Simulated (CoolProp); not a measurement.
A closed Brayton cycle with carbon dioxide: compressor inlet 333.15 K and 9.3 MPa, high pressure 27.2 MPa, turbine inlet 695 K, compressor efficiency 0.89, turbine efficiency 0.93, recuperator effectiveness 0.8 (on enthalpy, no pinch check). Each further row changes one setting.

Values from CoolProp's reference Helmholtz-energy equation of state, Span 1996.

| case | thermal efficiency (%) | net work (kJ/kg) | compressor to turbine work | compressor exit (K) | turbine exit (K) |
|---|---|---|---|---|---|
| as stated | 26.6 | 62.2 | 0.47 | 421.6 | 574.8 |
| turbine inlet 645 K | 24.1 | 51.3 | 0.52 | 421.6 | 529.4 |
| compressor inlet 343.15 K | 25.2 | 55.7 | 0.53 | 438.3 | 574.8 |
| high pressure 23.1 MPa | 25.8 | 56.3 | 0.45 | 407.8 | 592.7 |
| recuperator effectiveness 0.5 | 21.7 | 62.2 | 0.47 | 421.6 | 574.8 |
